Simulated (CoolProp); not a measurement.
Computed with CoolProp (reference Helmholtz-energy equation of state, Schmidt 1985). Above 300 K oxygen's equation is extrapolated.

Task: For oxygen, give the phase and the speed of sound (m/s), viscosity (µPa s) at 173.8 K and 1.01 bar; 320.4 K and 1.01 bar.

Result: 
- 173.8 K and 1.01 bar: gas; speed of sound 251, viscosity 13.0
- 320.4 K and 1.01 bar: gas; speed of sound 341, viscosity 21.8

Viscosity comes from a separate model (Lemmon 2004).
